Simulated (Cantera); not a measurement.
Thermodynamics of silicon carbide growth, feed Si(CH3)4 + HCl + H2 + C2H2

Charge: 1 mol Si(CH3)4, 0.18 mol HCl, 65 mol H2, 0.11 mol C2H2, equilibrated at 0.100 bar.

Cantera equilibrium calculation (NASA polynomials, part measured and part estimated; ideal gas, pure solids and liquids). Candidate condensed phases: C, C6H6, C7H8, C8H18, Si, SiC; 109 gas species. The tables' values for SiCl are old estimates; treat these amounts as uncertain. Gases not in the tables: Si2H6 and higher silanes. The numbers say what is thermodynamically allowed, not how fast it happens.

| T (°C) | log p H2 | log p H | log p C2H2 (acetylene) | log p Si | log p SiC2 | log p HCl | log p Si2C | log p SiH | n C(graphite) | n SiC(s) |
|---|---|---|---|---|---|---|---|---|---|---|
| 1775 | -1.00 | -3.15 | -3.98 | -5.31 | -6.60 | -3.60 | -6.78 | -6.03 | 3.07 | 0.995 |
| 1850 | -1.01 | -2.95 | -3.79 | -4.84 | -5.99 | -3.60 | -6.20 | -5.63 | 3.00 | 0.985 |
| 1925 | -1.01 | -2.76 | -3.61 | -4.41 | -5.43 | -3.61 | -5.65 | -5.27 | 2.89 | 0.960 |
| 2000 | -1.01 | -2.58 | -3.44 | -4.01 | -4.91 | -3.61 | -5.14 | -4.93 | 2.77 | 0.897 |
| 2075 | -1.02 | -2.42 | -3.28 | -3.64 | -4.43 | -3.62 | -4.66 | -4.62 | 2.64 | 0.746 |
| 2150 | -1.03 | -2.27 | -3.14 | -3.28 | -3.97 | -3.64 | -4.22 | -4.33 | 2.55 | 0.396 |
| 2225 | -1.05 | -2.13 | -3.01 | -3.08 | -3.66 | -3.65 | -4.04 | -4.17 | 2.35 | 0 |
| 2300 | -1.06 | -1.99 | -2.90 | -3.07 | -3.57 | -3.66 | -4.26 | -4.22 | 1.78 | 0 |
log p: log10 of the partial pressure in bar; n: condensed amount in mol.

From 1775 °C to 2150 °C the condensed part is C(graphite) + SiC(s). From 2225 °C to 2300 °C the condensed part is C(graphite). The main Si-bearing gas is Si throughout.
